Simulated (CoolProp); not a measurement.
Saturation properties of n-nonane (Tc = 594.5 K, pc = 2282 kPa, ω = 0.443).

The numbers come from the reference Helmholtz-energy equation of state, Lemmon 2006 in CoolProp. It is a short technical equation, of lower accuracy than the large ones.

| T (K) | p (kPa) | vapour density (kg/m³) | enthalpy of vaporisation (kJ/kg) | surface tension (mN/m) |
|---|---|---|---|---|
| 368.7 | 17.88 | 0.7610 | 322.5 | 15.9 |
| 373.2 | 21.10 | 0.8888 | 319.9 | 15.5 |
| 377.7 | 24.76 | 1.033 | 317.2 | 15.1 |
| 382.2 | 28.94 | 1.196 | 314.6 | 14.7 |
| 386.6 | 33.55 | 1.375 | 312.0 | 14.3 |
| 391.1 | 38.86 | 1.580 | 309.3 | 13.9 |
| 395.6 | 44.84 | 1.807 | 306.5 | 13.5 |
| 400.1 | 51.52 | 2.061 | 303.8 | 13.1 |
| 404.6 | 58.99 | 2.342 | 301.0 | 12.8 |
| 409 | 67.09 | 2.646 | 298.2 | 12.4 |
| 413.5 | 76.27 | 2.988 | 295.4 | 12.0 |
| 418 | 86.41 | 3.364 | 292.5 | 11.6 |
| 422.5 | 97.59 | 3.777 | 289.5 | 11.3 |
| 427 | 109.9 | 4.230 | 286.5 | 10.9 |
| 431.4 | 123.0 | 4.714 | 283.6 | 10.5 |

It boils at 423.9 K under 1 atm.

Surface tension comes from a separate correlation (Mulero 2012).
